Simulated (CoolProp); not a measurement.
Cyclohexane at several states: Z from the reference equation and from simpler models built on Tc = 280.5 °C, pc = 4081 kPa, ω = 0.209; each cubic takes its own stable root.

Computed with CoolProp (reference Helmholtz-energy equation of state, Zhou 2014).

```json
[
 {"T (°C)": "301.65", "p (kPa)": "10500", "phase": "supercritical", "reference": "0.3932"},
 {"T (°C)": "87.95", "p (kPa)": "9550", "phase": "liquid", "reference": "0.3695"},
 {"T (°C)": "264.55", "p (kPa)": "83.7", "phase": "gas", "reference": "0.9923"}
]
```

### Question
How far does each simpler model (van der Waals, Soave-Redlich-Kwong) lie from the reference over these 3 states: mean and median of the absolute difference, and the worst?

### Answer
- van der Waals: mean 29.4 %, median 33.3 %, worst +54.8 % at 87.95 °C and 9550 kPa
- Soave-Redlich-Kwong: mean 6.0 %, median 6.0 %, worst +12.1 % at 301.65 °C and 10500 kPa
